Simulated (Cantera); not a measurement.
A closed system holds: 1 mol AlCl3, 4.8 mol H2O, 1.1 mol N2, held at 10.0 Torr.

These are equilibrium values from Cantera (NASA tables, ideal gas, pure condensed phases), not measurements of a reactor. Candidate condensed phases: Al, AlCl3, AlN, Al2O3, H2O, NH4Cl; 45 gas species. Equilibrium is a limit: real reactors are often held back by kinetics, nucleation or transport.

At 1923 K, list the 4 most abundant gas species with their mole fractions, and the condensed phases.

H2O 0.434, HCl 0.380, N2 0.147, Cl 0.0195. Condensed: Al2O3(s).
